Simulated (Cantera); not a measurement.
An isothermal plug-flow reactor at 950 K and 0.582 atm (inlet), inlet velocity 0.17 m/s, active area per volume 1600 1/m; feed CH4 : O2 : N2 = 0.0033 : 0.054 : 0.79 (molar parts), equivalence ratio 0.12.

Detailed kinetics in Cantera: Deutschmann's 1995 Pt surface mechanism with GRI-Mech 3.0 gas chemistry. Catalytic surfaces can have several steady states; this one follows from the mechanism file's or the stated starting coverage. Mass transfer to the wall is taken as infinitely fast.

One state of this run: x CH4 = 0.000170; x O2 = 0.0563; x H2O = 0.00744; x CO2 = 0.00372; x CO = 7.54e-8; θ free Pt = 0.198; θ O* = 0.801; θ OH* = 0.00143. x: gas mole fraction; θ: surface coverage.

Problem. Which value of z (m) does it belong to?
(A) 0.005
(B) 0.0026
(C) 0.019
(D) 0.00069

Solution. A, 0.005
